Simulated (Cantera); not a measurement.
Feed: 1 mol PbO, 0.19 mol O2, 0.29 mol H2, at 133 Pa.

These are equilibrium values from Cantera (NASA tables, ideal gas, pure condensed phases), not measurements of a reactor. Candidate condensed phases: H2O, Pb, PbO, PbO2, Pb3O4; 12 gas species. Gases not in the tables: (PbO)n polymers. Equilibrium is a limit: real reactors are often held back by kinetics, nucleation or transport. All values below are at 1275 K.

Base state: H2O 0.658, PbO 0.217, O2 0.110, Pb 0.0149, OH 8.91e-5 (mole fractions); condensed: PbO(l).

**Question.** What changes in the equilibrium state with this change: O2 from 0.19 to 0.15 mol?

**Answer.** 
| species | before | after |
|---|---|---|
| H2O | 0.658 | 0.725 |
| PbO | 0.217 | 0.217 |
| Pb | 0.0149 | 0.0298 |
| O2 | 0.110 | 0.0274 |
| OH | 8.91e-5 | 6.62e-5 |
| PbO(l), mol | 0.898 | 0.901 |
